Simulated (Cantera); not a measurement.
Cantera run, input and output.

```python
import numpy as np
import cantera as ct

gas = ct.Solution("gri30.yaml", transport_model="multicomponent")
show = ['H2', 'H2O', 'OH']

rows = []
print(f"{'T/K':>7s}{'rho':>11s}{'cp':>10s}{'mu':>11s}{'lambda':>11s}{'Pr':>7s}" + "".join(f"{'D_' + s:>11s}" for s in show))
for T in [400, 550, 700, 850, 1000, 1150, 1300]:
    gas.TPX = T, 16, {'H2O': 0.066, 'C3H8': 0.23, 'CO2': 0.81, 'CO': 0.054}
    Pr = gas.cp_mass * gas.viscosity / gas.thermal_conductivity
    D = [gas.mix_diff_coeffs_mole[gas.species_index(s)] for s in show]
    rows.append([gas.density, gas.cp_mass, gas.viscosity, gas.thermal_conductivity, Pr, *D])
    print(f"{T:7g}{gas.density:11.4e}{gas.cp_mass:10.1f}{gas.viscosity:11.4e}"
          f"{gas.thermal_conductivity:11.4e}{Pr:7.3f}" + "".join(f"{d:11.4e}" for d in D))
print("SI units: kg/m3, J/kg/K, Pa s, W/m/K, m2/s")
```

Output:

```
    T/K        rho        cp         mu     lambda     Pr       D_H2      D_H2O       D_OH
    400 2.0111e-04    1215.2 1.7236e-05 2.7103e-02  0.773 6.5240e-01 1.6891e-01 2.4958e-01
    550 1.4626e-04    1424.5 2.2711e-05 4.1374e-02  0.782 1.1252e+00 3.1521e-01 4.3638e-01
    700 1.1492e-04    1591.2 2.7574e-05 5.5725e-02  0.787 1.6911e+00 4.9836e-01 6.6065e-01
    850 9.4639e-05    1722.2 3.1987e-05 6.9682e-02  0.791 2.3421e+00 7.1415e-01 9.1896e-01
   1000 8.0443e-05    1828.7 3.6057e-05 8.3204e-02  0.792 3.0725e+00 9.5947e-01 1.2089e+00
   1150 6.9951e-05    1907.2 3.9856e-05 9.5839e-02  0.793 3.8778e+00 1.2320e+00 1.5286e+00
   1300 6.1879e-05    1974.3 4.3436e-05 1.0806e-01  0.794 4.7544e+00 1.5300e+00 1.8765e+00
SI units: kg/m3, J/kg/K, Pa s, W/m/K, m2/s
```

Model: GRI-Mech 3.0 (53 species, 325 reactions), integrated in Cantera. Polar gases are described roughly by these parameters. The composition is frozen, though it would react at the higher temperatures.
